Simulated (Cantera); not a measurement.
A Cantera script and its output.

```python
import numpy as np
import cantera as ct

gas = ct.Solution("gri30.yaml")
gas.TPX = 2473, 2200, {'CH4': 0.015, 'H2': 1, 'H': 0.041}
reactor = ct.IdealGasConstPressureReactor(gas, energy="off", clone=False)
net = ct.ReactorNet([reactor])
net.rtol, net.atol = 1e-08, 1e-18
show = ['CH4', 'H2', 'H', 'C2H6', 'CH2']
times = np.geomspace(3e-06, 3, 13)

steps = ct.SolutionArray(gas, extra=["t"])
rows = []
print(f"{'t/s':>10s}{'T/K':>9s}{'P/Pa':>11s}" + "".join(f"{s:>11s}" for s in show))
for t in times:
    while net.time < t:
        t_next = net.step()
        steps.append(gas.state, t=t_next)
    rows.append([np.interp(t, steps.t, y) for y in (steps.T, steps.P, *steps(*show).X.T)])
    print(f"{t:10.3e}{rows[-1][0]:9.1f}{rows[-1][1]:11.4g}" + "".join(f"{x:11.3e}" for x in rows[-1][2:]))
rate = np.gradient(steps.T, steps.t)
print("integrator steps:", len(steps.t))
if steps.T.max() > steps.T[0] + 200:
    print(f"time of steepest temperature rise: {steps.t[rate.argmax()]:.4e} s")
gas.TPX = 2473, 2200, {'CH4': 0.015, 'H2': 1, 'H': 0.041}
gas.equilibrate("TP")
print(f"equilibrium (TP): T = {gas.T:.1f} K  " + "  ".join(f"{s} {gas[s].X[0]:.3e}" for s in show))
```

Output:

```
       t/s      T/K       P/Pa        CH4         H2          H       C2H6        CH2
 3.000e-06   2473.0       2200  1.134e-02  9.498e-01  3.600e-02  5.045e-08  1.895e-05
 9.487e-06   2473.0       2200  9.203e-03  9.520e-01  3.386e-02  5.268e-07  9.111e-05
 3.000e-05   2473.0       2200  8.405e-03  9.528e-01  3.320e-02  8.615e-07  1.861e-04
 9.487e-05   2473.0       2200  7.761e-03  9.533e-01  3.321e-02  7.411e-07  1.899e-04
 3.000e-04   2473.0       2200  6.194e-03  9.543e-01  3.348e-02  4.760e-07  1.629e-04
 9.487e-04   2473.0       2200  3.519e-03  9.550e-01  3.499e-02  1.601e-07  1.125e-04
 3.000e-03   2473.0       2200  1.174e-03  9.527e-01  3.926e-02  1.977e-08  5.346e-05
 9.487e-03   2473.0       2200  2.549e-04  9.463e-01  4.649e-02  1.072e-09  1.753e-05
 3.000e-02   2473.0       2200  4.456e-05  9.345e-01  5.855e-02  3.915e-11  5.067e-06
 9.487e-02   2473.0       2200  8.067e-06  9.096e-01  8.350e-02  1.680e-12  1.971e-06
 3.000e-01   2473.0       2200  3.011e-06  8.705e-01  1.227e-01  3.101e-13  1.730e-06
 9.487e-01   2473.0       2200  2.226e-06  8.538e-01  1.396e-01  1.865e-13  1.718e-06
 3.000e+00   2473.0       2200  2.214e-06  8.534e-01  1.399e-01  1.847e-13  1.717e-06
integrator steps: 1451
equilibrium (TP): T = 2473.0 K  CH4 2.236e-06  H2 8.534e-01  H 1.399e-01  C2H6 1.883e-13  CH2 1.735e-06
```

Cantera simulation using GRI-Mech 3.0 (53 species, 325 reactions); the numbers are that mechanism's predictions, not measurements. GRI-Mech 3.0 stops at C3 and has no aromatics, soot or wall deposition, so with more carbon than oxygen in the feed, carbon stays in small species such as C2H2 where larger ones or solid carbon would form. Radical loss at walls, strong at low pressure, is not modelled.
